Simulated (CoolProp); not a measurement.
Vapour-liquid equilibrium of R113 (1) + n-heptane (2) at 10.5 kPa; x and y are mole fractions of (1).

Values from CoolProp's multi-fluid Helmholtz-energy mixture model, Marx 1992 and Span 2003; pair parameters Bell 2016.

```json
[
 {"x": "0.05", "bubble temperature (K)": "302.1", "y at the bubble point": "0.328", "dew temperature at overall composition x (K)": "308.6", "liquid density (mol/L)": "6.812"},
 {"x": "0.125", "bubble temperature (K)": "293.8", "y at the bubble point": "0.589", "dew temperature at overall composition x (K)": "307.0", "liquid density (mol/L)": "6.983"},
 {"x": "0.2", "bubble temperature (K)": "287.9", "y at the bubble point": "0.723", "dew temperature at overall composition x (K)": "305.3", "liquid density (mol/L)": "___"},
 {"x": "0.275", "bubble temperature (K)": "283.5", "y at the bubble point": "0.801", "dew temperature at overall composition x (K)": "303.5", "liquid density (mol/L)": "7.286"},
 {"x": "0.35", "bubble temperature (K)": "280.2", "y at the bubble point": "0.850", "dew temperature at overall composition x (K)": "301.5", "liquid density (mol/L)": "7.429"},
 {"x": "0.425", "bubble temperature (K)": "277.5", "y at the bubble point": "0.884", "dew temperature at overall composition x (K)": "299.4", "liquid density (mol/L)": "7.570"},
 {"x": "0.5", "bubble temperature (K)": "275.3", "y at the bubble point": "___", "dew temperature at overall composition x (K)": "___", "liquid density (mol/L)": "7.711"},
 {"x": "0.575", "bubble temperature (K)": "273.5", "y at the bubble point": "0.927", "dew temperature at overall composition x (K)": "294.4", "liquid density (mol/L)": "7.854"},
 {"x": "0.65", "bubble temperature (K)": "271.9", "y at the bubble point": "___", "dew temperature at overall composition x (K)": "291.3", "liquid density (mol/L)": "7.999"},
 {"x": "0.725", "bubble temperature (K)": "___", "y at the bubble point": "0.956", "dew temperature at overall composition x (K)": "287.8", "liquid density (mol/L)": "8.149"},
 {"x": "0.8", "bubble temperature (K)": "269.2", "y at the bubble point": "___", "dew temperature at overall composition x (K)": "283.6", "liquid density (mol/L)": "8.303"},
 {"x": "0.875", "bubble temperature (K)": "268.0", "y at the bubble point": "0.980", "dew temperature at overall composition x (K)": "278.2", "liquid density (mol/L)": "8.462"},
 {"x": "0.95", "bubble temperature (K)": "266.8", "y at the bubble point": "0.992", "dew temperature at overall composition x (K)": "271.2", "liquid density (mol/L)": "8.629"}
]
```

### Question
Fill in the missing entries.

### Answer

- 0.2, liquid density (mol/L): 7.139
- 0.5, y at the bubble point: 0.908
- 0.5, dew temperature at overall composition x (K): 297.0
- 0.65, y at the bubble point: 0.943
- 0.725, bubble temperature (K): 270.5
- 0.8, y at the bubble point: 0.968

No azeotrope shows between x = 0.05 and 0.95.

The pair parameters rest on a limited set of measurements; away from them the model extrapolates.
